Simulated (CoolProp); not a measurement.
Model: reference Helmholtz-energy equation of state, Lemmon 2004, in CoolProp. It is a short technical equation, of lower accuracy than the large ones.

Q: Give the vapour pressure (MPa), vapour density (kg/m³), enthalpy of vaporisation (kJ/kg) of saturated n-dodecane at 480.3, 500.7, 541.5 K.

A: 
| T (K) | p (MPa) | vapour density (kg/m³) | enthalpy of vaporisation (kJ/kg) |
|---|---|---|---|
| 480.3 | 0.0811 | 3.69 | 262 |
| 500.7 | 0.131 | 5.89 | 249 |
| 541.5 | 0.304 | 13.6 | 220 |
